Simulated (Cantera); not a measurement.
An isothermal, constant-pressure homogeneous reactor starts with CH4 : CO2 : H2 = 1 : 1 : 0.23 (molar parts), at 1250 K and 975 Torr. Integrator tolerance rtol = 1e-08.

Model: GRI-Mech 3.0 (53 species, 325 reactions), integrated in Cantera.

Problem. What does this change do: temperature 1250 to 1523 K?

Solution. 
```
quantity                                              before                                     after
-----------------  -----------------------------------------  ----------------------------------------
x(CH4) at 1.00 s       0.447 (gas-phase equilibrium 0.00532)   0.0714 (gas-phase equilibrium 0.000708)
x(CO2) at 1.00 s       0.447 (gas-phase equilibrium 0.00195)   0.0957 (gas-phase equilibrium 0.000180)
x(H2) at 1.00 s          0.103 (gas-phase equilibrium 0.519)       0.249 (gas-phase equilibrium 0.526)
x(OH) at 1.00 s    7.79e-11 (gas-phase equilibrium 2.06e-11)  2.47e-7 (gas-phase equilibrium 4.67e-10)
x(O) at 1.00 s         <1e-12 (gas-phase equilibrium <1e-12)   1.65e-12 (gas-phase equilibrium <1e-12)
x(C2H) at 1.00 s       <1e-12 (gas-phase equilibrium <1e-12)    8.96e-9 (gas-phase equilibrium <1e-12)
x(C2H6) at 1.00 s   0.000151 (gas-phase equilibrium 5.65e-8)   4.62e-5 (gas-phase equilibrium 3.54e-9)
```
